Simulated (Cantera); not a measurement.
A Cantera script and its output.

```python
import numpy as np
import cantera as ct

gas = ct.Solution("gri30.yaml")
gas.TPX = 1750, 88000, {'CH4': 1, 'N2': 2.7}
inlet = ct.Reservoir(gas, clone=True)

reactor = ct.IdealGasConstPressureReactor(gas, energy="off", clone=False)
exhaust = ct.Reservoir(gas, clone=True)
tau = [22, 7.7, 2.7, 0.95, 0.33, 0.12, 0.041, 0.014, 0.005, 0.0017, 0.00061][0]
for a, b in ((inlet, reactor), (reactor, exhaust)):
    ct.MassFlowController(a, b, mdot=lambda t: reactor.mass / tau)
net = ct.ReactorNet([reactor])
show = ['CH4', 'C2H6', 'C2H4', 'H2', 'HCN']

rows = []
print(f"{'tau/s':>10s}{'T/K':>9s}" + "".join(f"{s:>11s}" for s in show))
for tau in [22, 7.7, 2.7, 0.95, 0.33, 0.12, 0.041, 0.014, 0.005, 0.0017, 0.00061]:
    net.initial_time = 0.0
    net.advance(30 * tau)
    before = gas.X
    net.advance(40 * tau)
    drift = np.max(np.abs(gas.X - before) / (gas.X + 1e-9))
    rows.append([gas.T, *gas[show].X, drift])
    print(f"{tau:10.3e}{gas.T:9.1f}" + "".join(f"{x:11.3e}" for x in gas[show].X))
```

It prints:

```
     tau/s      T/K        CH4       C2H6       C2H4         H2        HCN
 2.200e+01   1750.0  5.244e-03  5.914e-07  9.438e-04  3.122e-01  3.294e-05
 7.700e+00   1750.0  6.777e-03  8.677e-07  9.362e-04  3.104e-01  1.294e-05
 2.700e+00   1750.0  9.965e-03  1.660e-06  9.228e-04  3.066e-01  5.929e-06
 9.500e-01   1750.0  1.592e-02  3.910e-06  9.067e-04  2.995e-01  3.049e-06
 3.300e-01   1750.0  2.659e-02  1.034e-05  9.064e-04  2.868e-01  1.632e-06
 1.200e-01   1750.0  4.370e-02  2.687e-05  9.813e-04  2.665e-01  8.877e-07
 4.100e-02   1750.0  7.250e-02  7.210e-05  1.321e-03  2.320e-01  4.355e-07
 1.400e-02   1750.0  1.136e-01  1.791e-04  2.314e-03  1.823e-01  1.904e-07
 5.000e-03   1750.0  1.604e-01  3.789e-04  4.255e-03  1.252e-01  7.388e-08
 1.700e-03   1750.0  2.076e-01  6.828e-04  6.537e-03  6.718e-02  2.106e-08
 6.100e-04   1750.0  2.430e-01  8.361e-04  5.598e-03  2.570e-02  3.789e-09
```

Detailed kinetics in Cantera: GRI-Mech 3.0 (53 species, 325 reactions). GRI-Mech 3.0 stops at C3 and has no aromatics, soot or wall deposition, so with more carbon than oxygen in the feed, carbon stays in small species such as C2H2 where larger ones or solid carbon would form.
